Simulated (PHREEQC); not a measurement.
Solution A (32 mmol/kgw CuCl2 and 0.15 mmol/kgw HNO3) is mixed with solution B (0.034 mol/kgw H2SO4, 0.00048 mol/kgw CuSO4 and 0.00077 mol/kgw MnSO4) at 69 °C; shares are by mass of water, 1 kg in all. No oxygen is let in. No CO2 enters from the air. The run lets Pyrochroite, Cu(OH)2, Brochantite, Antlerite, Atacamite, Cu2(OH)3NO3, Chalcanthite precipitate or redissolve, and no other solid.

Model: ion-association model, wateq4f.dat, run in PHREEQC.

Question: Predict HSO4- (mol/kgw), Cu+2 (mol/kgw), Mn+2 (mol/kgw) at share of solution B = 0.7, 1.

Answer: 
| share of solution B | HSO4- (mol/kgw) | Cu+2 (mol/kgw) | Mn+2 (mol/kgw) |
|---|---|---|---|
| 0.7 | 0.0181 | 0.00727 | 0.000400 |
| 1 | 0.0293 | 0.000369 | 0.000543 |

At this temperature some constants are extrapolated from 25 °C, and those without enthalpy data are left unchanged.
